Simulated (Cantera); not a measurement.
Charge: 1 mol TiO2, 9.1 mol CO, 5.4 mol H2, held at 10.0 Torr.

These are equilibrium values from Cantera (NASA tables, ideal gas, pure condensed phases), not measurements of a reactor. Candidate condensed phases: C, C6H6, C7H8, C8H18, H2O, Ti, TiC, TiO, TiO2, Ti2O3, Ti3O5, Ti4O7; 113 gas species. Mutual solubility and eutectic melting of coexisting phases are not modelled. Condensed phases not in the tables: Magnéli phases beyond Ti4O7. The numbers say what is thermodynamically allowed, not how fast it happens.

x: gas mole fraction; n: condensed amount in mol.

```tsv
T (K)	x CO	x H2	x H	x H2O	x CO2	x OH	n TiO2(rutile)	n Ti4O7(s)	n Ti3O5(s)	n Ti4O7(l)	n Ti3O5(l)
1523	0.623	0.365	0.000121	0.00692	___	7.06e-8	0.344	0.164	0	0	0
1623	0.621	0.361	0.000360	0.0111	0.00615	4.62e-7	0	0.250	0	0	0
1723	0.622	0.360	0.000948	0.0116	___	1.67e-6	0	0.250	0	0	0
1823	0.620	0.355	0.00224	0.0159	0.00709	6.96e-6	0	0	0.333	0	0
1923	0.619	0.353	0.00485	0.0163	0.00665	1.92e-5	0	0	0.333	0	0
2023	0.620	0.353	0.00978	0.0124	0.00468	3.59e-5	0	0	0	0.250	0
2123	0.617	0.347	0.0183	0.0126	0.00445	8.19e-5	0	0	0	0.250	0
2223	0.612	0.333	0.0320	0.0167	___	0.000231	0	0	0	0	0.332
```

### Question
Some entries are withheld; supply them.

### Answer

- 1523, x CO2: 0.00440
- 1723, x CO2: 0.00568
- 2223, x CO2: 0.00570
